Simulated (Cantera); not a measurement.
# Pyrogenic steam for wet oxidation

A perfectly stirred reactor is fed with H2 : O2 : N2 = 0.9 : 1 : 5.7 (molar parts), equivalence ratio 0.45, at 0.180 bar; it is held at 1325 K, and followed from long to short residence time.

Cantera simulation using GRI-Mech 3.0 (53 species, 325 reactions); the numbers are that mechanism's predictions, not measurements. The temperature is held fixed by assumption; the heat of reaction is taken as removed at once.

| τ (s) | x H2 | x O2 | x O | x NO2 | x H2O | x NO |
|---|---|---|---|---|---|---|
| 2.9 | 7.94e-5 | 0.0768 | 6.67e-5 | 2.01e-9 | 0.126 | 9.80e-7 |
| 1.0 | 0.000161 | 0.0768 | 0.000137 | 1.12e-9 | 0.125 | 7.68e-7 |
| 0.35 | 0.000322 | 0.0767 | 0.000278 | 6.90e-10 | 0.125 | 7.31e-7 |
| 0.12 | 0.000648 | 0.0767 | 0.000568 | 5.26e-10 | 0.124 | 9.45e-7 |
| 0.042 | 0.00127 | 0.0766 | 0.00113 | 4.83e-10 | 0.123 | 1.53e-6 |
| 0.015 | 0.00240 | 0.0767 | 0.00218 | 4.78e-10 | 0.121 | 2.64e-6 |
| 0.0051 | 0.00451 | 0.0770 | 0.00420 | 4.76e-10 | 0.116 | 4.47e-6 |
| 0.0018 | 0.00781 | 0.0779 | 0.00741 | 4.39e-10 | 0.108 | 6.33e-6 |
x: mole fraction; the columns are a selection and need not sum to one.
